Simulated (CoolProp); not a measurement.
Vapour-liquid equilibrium of dimethyl ether (1) + R236FA (2) at 382 kPa; x and y are mole fractions of (1).

Values from CoolProp's multi-fluid Helmholtz-energy mixture model, Wu 2011 and Pan 2012; pair parameters Bell 2016.

```json
[
 {"x": "0.05", "bubble temperature, mixture model (K)": "308.6", "bubble temperature, Raoult's law (K)": "307.0", "y, mixture model": "?", "y, Raoult's law": "0.099"},
 {"x": "0.2", "bubble temperature, mixture model (K)": "?", "bubble temperature, Raoult's law (K)": "302.3", "y, mixture model": "?", "y, Raoult's law": "0.348"},
 {"x": "0.35", "bubble temperature, mixture model (K)": "305.2", "bubble temperature, Raoult's law (K)": "298.0", "y, mixture model": "0.446", "y, Raoult's law": "0.539"},
 {"x": "0.5", "bubble temperature, mixture model (K)": "301.4", "bubble temperature, Raoult's law (K)": "294.2", "y, mixture model": "0.649", "y, Raoult's law": "0.689"},
 {"x": "0.65", "bubble temperature, mixture model (K)": "?", "bubble temperature, Raoult's law (K)": "290.8", "y, mixture model": "0.817", "y, Raoult's law": "0.807"},
 {"x": "0.8", "bubble temperature, mixture model (K)": "290.6", "bubble temperature, Raoult's law (K)": "287.6", "y, mixture model": "0.929", "y, Raoult's law": "0.901"},
 {"x": "0.95", "bubble temperature, mixture model (K)": "285.3", "bubble temperature, Raoult's law (K)": "284.8", "y, mixture model": "0.989", "y, Raoult's law": "0.978"}
]
```

Question: Complete the blanks.

Answer: 
- 0.05, y, mixture model: 0.055
- 0.2, bubble temperature, mixture model (K): 307.5
- 0.2, y, mixture model: 0.240
- 0.65, bubble temperature, mixture model (K): 296.3

The largest gap from Raoult's law is +7.2 K in bubble temperature, at x = 0.5. No azeotrope shows between x = 0.05 and 0.95.

Pair parameters are fitted to limited data, so mixtures are less certain than the pure fluids.
